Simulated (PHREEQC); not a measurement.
Polishing slurry liquid: speciation

Dissolve 0.0012 mol TMAH and 0.07 mol K2SO4 per kg of water at 46 °C. Closed to the air; pH follows from the charge balance.

All values are PHREEQC results (ion-association model, wateq4f.dat), not measurements.

This is a speciation only: nothing precipitates in the calculation.

Task: What pH, ionic strength does the model give?

Result: pH 10.31; ionic strength 0.176 mol/kgw.

Task: In which forms is S present?

Result: SO4-2 75 %, KSO4- 25 % of the S.

Complexes and solids missing from the database can't appear. (CH3)4N+ isn't in the database: it is added as a free cation with an ion size of 4 Å. Away from 25 °C the constants follow the database's enthalpies or fits; those with neither stay at their 25 °C values.
